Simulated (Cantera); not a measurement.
A perfectly stirred reactor is fed with CH4 : H2 : O2 = 0.019 : 1 : 0.01 (molar parts), equivalence ratio 54, at 20.0 Torr; it is held at 1375 K, and followed from long to short residence time.

Detailed kinetics in Cantera: GRI-Mech 3.0 (53 species, 325 reactions). Radical loss at walls, strong at low pressure, is not modelled.

Question: What does this change do: temperature 1375 to 2750 K?

Answer: 
```tsv
quantity	before	after
x(CH4) at τ = 29.0 s	0.0133	6.82e-9
x(H2) at τ = 29.0 s	0.965	0.646
x(O2) at τ = 29.0 s	4.00e-5	1.38e-8
x(CH2O) at τ = 29.0 s	4.42e-9	1.17e-10
x(OH) at τ = 29.0 s	3.17e-8	9.28e-5
x(CH4) at τ = 97.0 ms	0.0160	1.80e-5
x(H2) at τ = 97.0 ms	0.963	0.801
x(O2) at τ = 97.0 ms	0.000823	7.33e-7
x(CH2O) at τ = 97.0 ms	3.69e-7	1.46e-8
x(OH) at τ = 97.0 ms	6.12e-7	9.96e-5
```

Question: What does this change do: temperature 1375 to 2650 K?

Answer: 
```
quantity                  before     after
----------------------  --------  --------
x(CH4) at τ = 29.0 s      0.0133   4.00e-8
x(H2) at τ = 29.0 s        0.965     0.736
x(O2) at τ = 29.0 s      4.00e-5   7.31e-9
x(CH2O) at τ = 29.0 s    4.42e-9  1.61e-10
x(OH) at τ = 29.0 s      3.17e-8   6.15e-5
x(CH4) at τ = 97.0 ms     0.0160   5.61e-5
x(H2) at τ = 97.0 ms       0.963     0.863
x(O2) at τ = 97.0 ms    0.000823   1.21e-6
x(CH2O) at τ = 97.0 ms   3.69e-7   2.83e-8
x(OH) at τ = 97.0 ms     6.12e-7   8.79e-5
```
